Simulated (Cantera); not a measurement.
# Ignition delay

Mixture: 4.19 % C3H8, 15.0 % O2, 80.9 % N2, equivalence ratio 1.4, at 345 Torr, adiabatic and at constant pressure. Ignition delay is the time to a rise of 400 K.

Detailed kinetics in Cantera: GRI-Mech 3.0 (53 species, 325 reactions). GRI-Mech 3.0 was tuned for natural gas; its chemistry of propane as a main component is partial and can be far from experiment.

| T0 (K) | delay (ms) |
|---|---|
| 1050 | 360 |
| 1150 | 32.7 |
| 1250 | 4.33 |
| 1350 | 0.890 |
| 1450 | 0.272 |
| 1550 | 0.115 |
| 1650 | 0.0607 |

```
Property                                                Result
--------------------------------------------------  ----------
apparent activation energy between 1450 and 1650 K  150 kJ/mol
```
